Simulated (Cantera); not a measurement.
**Equilibrium for nitride etching: Si3N4 + Cl2 + N2**

Feed: 1 mol Si3N4, 1.2 mol Cl2, 10 mol N2, equilibrated at 1702 °C and 8.30 mbar.

Equilibrium computed with Cantera from the NASA thermochemical tables; the gas is ideal and each condensed phase is pure. Candidate condensed phases: Si, Si3N4; 13 gas species. The tables' values for SiCl, SiCl3, SiN are old estimates; treat these amounts as uncertain. Kinetics and transport are ignored.

```yaml
x(N2): 0.903
x(SiCl2): 0.0876
x(Si): 0.00389
x(SiCl): 0.00225
x(Cl): 0.00211
x(SiCl3): 0.000378
x(Si2N): 0.000125
x(SiN): 9.33e-5
x(Si2): 3.80e-5
n(Si(l)): 1.74 mol
gas_amount: 13.28 mol
```
